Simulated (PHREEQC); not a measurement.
**Hard or scaling water: speciation**

Dissolve 0.00098 mol MgCl2, 7.7e-05 mol Na2SO4 and 0.00023 mol KCl per kg of water at 25 °C. Closed to the air; pH follows from the charge balance.

Model: ion-association model, phreeqc.dat, run in PHREEQC.

```yaml
ionic_strength: 0.00336 mol/kgw
specific_conductance: 287 µS/cm
```

```
species  molality  activity   log γ
-------  --------  --------  ------
Cl-       0.00219   0.00205  -0.028
Mg+2     0.000971  0.000760  -0.106
K+       0.000230  0.000216  -0.028
Na+      0.000154  0.000145  -0.027
SO4-2     6.75e-5   5.26e-5  -0.108
MgSO4     9.36e-6   9.37e-6   0.000
H+        1.20e-7   1.14e-7  -0.025
OH-       9.51e-8   8.92e-8  -0.028
```

No solid was allowed to form.
